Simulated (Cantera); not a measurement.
Cantera run:

```python
import numpy as np
import cantera as ct

gas_names = """
    B BH BH2 BH3 BN BO BO2 B2 B2O B2O2 B2O3 B3O3H3 H HBO HBO2 HNO HNO2 HNO3 HO2 H2 H2O H2O2 H3B3O6 N NH
    NH2 NH3 NH2OH NO NO2 NO3 N2 N2H2 N2H4 N2O O OH O2 O3
""".split()
cond_names = """
    B(b) B(L) BN(s) B2O3(L) B3O3H3(cr) H2O(s) H2O(L)
""".split()


def load(file, names, dense=False):
    # The tables refer to 1 bar. Condensed volumes are neglected.
    table = {s.name: s for s in ct.Species.list_from_file(file)}
    out = []
    for n in names:
        d = dict(table[n].input_data)
        d["thermo"] = dict(d["thermo"], **{"reference-pressure": 1e5})
        if dense:
            d["equation-of-state"] = {"model": "constant-volume", "density": "1e6 g/cm^3"}
        out.append(ct.Species.from_dict(d))
    return out


gas = ct.Solution(thermo="ideal-gas", species=load("nasa_gas.yaml", gas_names))
cond = {s.name: ct.Solution(thermo="fixed-stoichiometry", species=[s], name=s.name)
        for s in load("nasa_condensed.yaml", cond_names, dense=True)}
atoms = {
    'B': {'B': 1},
    'NH3': {'N': 1, 'H': 3},
    'H2': {'H': 2},
    'H2O': {'H': 2, 'O': 1},
}
top_T = {'BN(s)': 3200}  # K; cautious upper limits of use, not melting points


def equilibrate(T, P, feed):
    n = {}
    for name, mol in feed.items():
        for a, k in atoms[name].items():
            n[a] = n.get(a, 0.0) + k * mol
    gas.TPX = T, P, n
    mass = sum(n.values()) * gas.mean_molecular_weight
    gas.equilibrate("TP")
    valid = [c for c in cond.values() if c.min_temp <= T <= top_T.get(c.name, c.max_temp)]
    mix = ct.Mixture([(gas, mass / gas.mean_molecular_weight)] + [(c, 0.0) for c in valid])
    mix.T, mix.P = T, P
    mix.equilibrate("TP", solver="vcs", rtol=1e-11, max_steps=5000)
    return mix


results = []
T = 1750  # K
P = 133.322  # Pa
for m in [0.23, 0.31, 0.41, 0.56, 0.76, 1, 1.4, 1.9, 2.6, 3.5]:
    feed = {'B': 1, 'NH3': m, 'H2': 0.68, 'H2O': 0.08}  # mol
    mix = equilibrate(T, P, feed)
    results.append((T, P, feed, dict(zip(mix.species_names, mix.species_moles))))

top = {s: max(r[3][s] / sum(r[3][g] for g in gas_names) for r in results) for s in gas_names}
cols = sorted((s for s in top if top[s] > 1e-05), key=lambda s: -top[s])[:9]
seen = [c for c in cond_names if any(r[3].get(c, 0) > 1e-12 for r in results)]
print("log10 of partial pressures in bar; condensed amounts in mol")
print(f"{'n(NH3)':>10s}" + "".join(f"{s[:9]:>10s}" for s in cols + seen))
for T, P, feed, n in results:
    ng = sum(n[g] for g in gas_names)
    print(f"{feed['NH3']:10.4g}" + "".join(f"{np.log10(max(n[s] / ng * P / 1e5, 1e-99)):10.3f}" for s in cols)
          + "".join(f"{n.get(c, 0):10.4g}" for c in seen))
```

Result:

```
log10 of partial pressures in bar; condensed amounts in mol
    n(NH3)        H2        N2       HBO      B2O2         H        BO      B2O3      HBO2       BH2      B(b)     BN(s)
      0.23    -2.905    -5.784    -4.222    -4.917    -5.086    -5.127    -6.746    -6.940    -6.950     0.693    0.2272
      0.31    -2.903    -5.784    -4.255    -4.986    -5.085    -5.162    -6.850    -7.008    -6.948    0.6132    0.3069
      0.41    -2.901    -5.784    -4.294    -5.065    -5.084    -5.201    -6.969    -7.086    -6.946    0.5136    0.4065
      0.56    -2.898    -5.784    -4.345    -5.171    -5.082    -5.254    -7.128    -7.191    -6.943    0.3641    0.5559
      0.76    -2.895    -5.784    -4.405    -5.294    -5.081    -5.316    -7.311    -7.312    -6.940    0.1647    0.7552
         1    -2.899    -4.646    -4.478    -5.434    -5.083    -5.386    -6.954    -6.886    -7.513         0    0.9204
       1.4    -2.923    -3.994    -4.595    -5.646    -5.095    -5.491    -6.945    -6.783    -7.863         0    0.9207
       1.9    -2.941    -3.804    -4.704    -5.845    -5.104    -5.591    -7.149    -6.897    -7.976         0    0.9206
       2.6    -2.956    -3.696    -4.820    -6.061    -5.112    -5.699    -7.419    -7.066    -8.045         0    0.9205
       3.5    -2.967    -3.632    -4.933    -6.276    -5.117    -5.807    -7.709    -7.254    -8.088         0    0.9204
```

These are equilibrium values from Cantera (NASA tables, ideal gas, pure condensed phases), not measurements of a reactor. Mutual solubility and eutectic melting of coexisting phases are not modelled. The tables' values for BH2 are old estimates; treat these amounts as uncertain.
